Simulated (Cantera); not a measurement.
A Cantera script and its output.

```python
import numpy as np
import cantera as ct

gas = ct.Solution("h2o2.yaml")
gas.TPX = 425, 100000, {'H2': 1, 'O2': 0.167, 'N2': 0.65}
flame = ct.FreeFlame(gas, width=0.04)
flame.set_refine_criteria(ratio=3, slope=0.08, curve=0.16)
flame.transport_model = "mixture-averaged"
flame.solve(loglevel=0, auto=True)
flame.transport_model = "multicomponent"
flame.soret_enabled = True
flame.solve(loglevel=0, refine_grid=True)
z, T = flame.grid, flame.T
thick = (T[-1] - T[0]) / np.gradient(T, z).max()
show = ['H2', 'O2', 'H2O', 'OH', 'H', 'O']
print(f"laminar burning velocity  {flame.velocity[0] * 100:.3f} cm/s")
print(f"burnt temperature         {T[-1]:.1f} K")
print(f"thermal thickness         {thick * 1e3:.4f} mm")
print(f"grid points               {len(z)}")
z0 = z[flame.heat_release_rate.argmax()]
print(f"{'z/mm':>9s}{'T/K':>9s}{'u/(m/s)':>9s}" + "".join(f"{s:>11s}" for s in show))
rows = []
for k in (-3, -2, -1.5, -1, -0.5, -0.25, 0, 0.25, 0.5, 1, 2, 4, 8):
    zz = z0 + k * thick
    rows.append([k * thick, np.interp(zz, z, T), np.interp(zz, z, flame.velocity),
                 *(np.interp(zz, z, flame.X[gas.species_index(s)]) for s in show)])
    print(f"{rows[-1][0] * 1e3:9.3f}{rows[-1][1]:9.1f}{rows[-1][2]:9.3f}" + "".join(f"{x:11.3e}" for x in rows[-1][3:]))
```

Result:

```
laminar burning velocity  381.310 cm/s
burnt temperature         1847.8 K
thermal thickness         0.4251 mm
grid points               124
     z/mm      T/K  u/(m/s)         H2         O2        H2O         OH          H          O
   -1.275    425.0    3.813  5.504e-01  9.191e-02  2.880e-11  2.233e-15  2.321e-15  2.628e-13
   -0.850    425.0    3.813  5.504e-01  9.191e-02  1.168e-09  9.293e-14  9.680e-14  1.094e-11
   -0.638    425.0    3.813  5.503e-01  9.193e-02  3.468e-08  2.646e-12  2.959e-12  3.105e-10
   -0.425    425.6    3.811  5.493e-01  9.212e-02  2.173e-06  1.951e-10  1.024e-09  1.470e-08
   -0.213    476.9    4.107  5.274e-01  9.539e-02  1.960e-03  5.734e-05  9.525e-05  8.639e-06
   -0.106    742.4    6.223  4.965e-01  8.707e-02  2.599e-02  3.894e-04  4.626e-03  1.422e-04
    0.000   1083.9    9.020  4.454e-01  5.966e-02  8.306e-02  6.130e-04  2.421e-02  8.383e-04
    0.106   1316.1   10.967  3.899e-01  2.345e-02  1.521e-01  9.684e-04  4.725e-02  1.042e-03
    0.213   1426.9   11.894  3.671e-01  6.078e-03  1.853e-01  8.848e-04  5.484e-02  4.472e-04
    0.425   1519.2   12.629  3.653e-01  4.359e-04  1.968e-01  8.381e-04  5.009e-02  1.201e-04
    0.850   1604.8   13.279  3.733e-01  2.410e-05  1.985e-01  8.243e-04  3.913e-02  7.204e-05
    1.700   1684.3   13.867  3.816e-01  1.009e-05  1.997e-01  7.214e-04  2.786e-02  4.244e-05
    3.401   1749.0   14.334  3.885e-01  4.794e-06  2.008e-01  5.518e-04  1.828e-02  2.044e-05
```

Detailed kinetics in Cantera: the H2/O2 subset of GRI-Mech 3.0, which has no nitrogen chemistry. Burning velocities carry a grid error of a few per cent, more on coarse grids.
